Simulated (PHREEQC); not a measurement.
Brine: an equilibrium model

A solution holds 0.75 mol K2CO3, 0.48 mol H3BO3 and 5.6 mol NaCl per kg of water, at 25 °C. Closed to the air; pH follows from the charge balance.

All values are PHREEQC results (Pitzer model, pitzer.dat), not measurements.

Precipitation was switched off in this run.

Q: Estimate the pH.

A: pH 9.27.

Q: In which forms is C present?

A: CO3-2 59 %, HCO3- 41 % of the C.

The solution is supersaturated, for example in Nahcolite, Borax, so a real one may precipitate; this is no full list. Species that the database lacks are ignored. In brines, pH and single-ion activities rest on the MacInnes convention.
